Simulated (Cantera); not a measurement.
Input: 1 mol toluene, 31 mol H₂, 0.63 mol N₂, 1.9 mol H₂O, at 0.170 bar.

Equilibrium computed with Cantera from the NASA thermochemical tables; the gas is ideal and each condensed phase is pure. Candidate condensed phases: C, C₆H₆, C₇H₈, C₈H₁₈, H₂O; 136 gas species. Equilibrium is a limit: real reactors are often held back by kinetics, nucleation or transport. All values below are at 2773 K.

Base state: H₂ 0.754, H 0.157, CO 0.0444, C₂H₂ (acetylene) 0.0230, HCN 0.0105, N₂ 0.00855, HNC 0.00163, C₂H 0.000575 (mole fractions); condensed: C(graphite).

Problem. What changes in the equilibrium state with this change: toluene replaced by n-butane?

Solution. 
| species | before | after |
|---|---|---|
| H₂ | 0.754 | 0.761 |
| H | 0.157 | 0.157 |
| CO | 0.0444 | 0.0433 |
| C₂H₂ (acetylene) | 0.0230 | 0.0175 |
| HCN | 0.0105 | 0.00933 |
| C₄H₂ | 0.000291 | 0.000166 |
| C₃ | 0.000133 | 8.67e-5 |
| C(graphite), mol | 2.48 | 0 |

Problem. What changes in the equilibrium state with this change: toluene replaced by CO?

Solution. 
```json
[
 {"species": "H₂", "before": "0.754", "after": "0.750"},
 {"species": "H", "before": "0.157", "after": "0.156"},
 {"species": "H₂O", "before": "7.55e-8", "after": "0.0473"},
 {"species": "C₂H₂ (acetylene)", "before": "0.0230", "after": "<1e-9"},
 {"species": "CO", "before": "0.0444", "after": "0.0264"},
 {"species": "HCN", "before": "0.0105", "after": "1.39e-8"},
 {"species": "N₂", "before": "0.00855", "after": "0.0168"},
 {"species": "HNC", "before": "0.00163", "after": "2.16e-9"},
 {"species": "OH", "before": "4.30e-9", "after": "0.00270"},
 {"species": "C₂H", "before": "0.000575", "after": "<1e-9"},
 {"species": "O", "before": "<1e-9", "after": "0.000355"},
 {"species": "C₄H₂", "before": "0.000291", "after": "<1e-9"},
 {"species": "C(graphite), mol", "before": "2.48", "after": "0"}
]
```
